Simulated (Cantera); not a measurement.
A freely propagating, adiabatic, planar premixed flame of 28.7 % H₂, 14.3 % O₂, 53.9 % N₂, 3.15 % H₂O, unburnt at 525 K and 0.210 bar; mixture-averaged transport, grid criteria slope 0.08 and curve 0.16, no radiation.

Model: the H2/O2 subset of GRI-Mech 3.0, which has no nitrogen chemistry, integrated in Cantera. Burning velocities carry a grid error of a few per cent, more on coarse grids.

Task: Predict: laminar burning velocity; thermal thickness; peak x(O); peak x(H₂O₂); peak x(HO₂).

Result: 
```json
{
  "laminar_burning_velocity": "490 cm/s",
  "thermal_thickness": "3.38 mm",
  "peak x(O)": "0.0133",
  "peak x(H₂O₂)": "6.12e-6",
  "peak x(HO₂)": "0.000119"
}
```
